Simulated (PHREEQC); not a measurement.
Synthetic water in mg/L, 20 °C, pH 3.57, pe 11.3:

| constituent | mg/L |
|---|---|
| Na | 22.7 |
| K | 0.852 |
| Ca | 62.9 |
| Mg | 47 |
| Cl | 44 |
| S(6) as SO4 | 382 |
| Zn | 2.64 |
| Fe(3) | 14.2 |
| Al | 4.42 |

Valence states are taken as typed.

Computed with PHREEQC (ion-association model, wateq4f.dat).

Precipitation was switched off in this run.

Problem. Estimate the ionic strength, charge-balance error.

Solution. ionic strength 0.0136 mol/kgw; charge-balance error 1.8 %.

Problem. In which forms is Ca present?

Solution. Ca+2 81 %, CaSO4 19 % of the Ca.

Examples of supersaturated solids here: Jarosite-K, Jarosite-Na. Others may be too.
